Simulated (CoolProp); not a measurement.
Vapour-liquid equilibrium of n-heptane (1) + n-dodecane (2) at 450.9 K; x and y are mole fractions of (1).

Computed with CoolProp (multi-fluid Helmholtz-energy mixture model, Span 2003 and Lemmon 2004; pair parameters Bell 2016).

```json
[
 {"x": "0.05", "bubble pressure, mixture model (bar)": "0.6120", "bubble pressure, Raoult's law (bar)": "0.6767", "y, mixture model": "0.418", "y, Raoult's law": "0.485"},
 {"x": "0.2", "bubble pressure, mixture model (bar)": "1.418", "bubble pressure, Raoult's law (bar)": "1.606", "y, mixture model": "0.777", "y, Raoult's law": "0.817"},
 {"x": "0.35", "bubble pressure, mixture model (bar)": "2.298", "bubble pressure, Raoult's law (bar)": "2.535", "y, mixture model": "0.881", "y, Raoult's law": "0.906"},
 {"x": "0.5", "bubble pressure, mixture model (bar)": "3.217", "bubble pressure, Raoult's law (bar)": "3.464", "y, mixture model": "0.930", "y, Raoult's law": "0.947"},
 {"x": "0.65", "bubble pressure, mixture model (bar)": "4.163", "bubble pressure, Raoult's law (bar)": "4.394", "y, mixture model": "0.959", "y, Raoult's law": "0.971"},
 {"x": "0.8", "bubble pressure, mixture model (bar)": "5.142", "bubble pressure, Raoult's law (bar)": "5.323", "y, mixture model": "0.979", "y, Raoult's law": "0.986"},
 {"x": "0.95", "bubble pressure, mixture model (bar)": "6.188", "bubble pressure, Raoult's law (bar)": "6.252", "y, mixture model": "0.995", "y, Raoult's law": "0.997"}
]
```

The largest gap from Raoult's law is -11.7 % in bubble pressure, at x = 0.2. No azeotrope shows between x = 0.05 and 0.95.

The pair parameters rest on a limited set of measurements; away from them the model extrapolates.
